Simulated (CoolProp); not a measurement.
Vapour-liquid equilibrium of ethane (1) + hydrogen sulfide (2) at 265.1 K; x and y are mole fractions of (1).

Values from CoolProp's multi-fluid Helmholtz-energy mixture model, Bücker 2006 and Lemmon 2006; pair parameters Kunz 2012.

Q: Give the bubble pressure and the first vapour's composition at x = 0.35, 0.65, 0.8. Is there an azeotrope?

A: x = 0.35: 1.698 MPa, y = 0.591; x = 0.65: 1.918 MPa, y = 0.726; x = 0.8: 1.976 MPa, y = 0.817. y crosses x between x = 0.8 and 0.95: the model has an azeotrope there.

Pair parameters are fitted to limited data, so mixtures are less certain than the pure fluids.
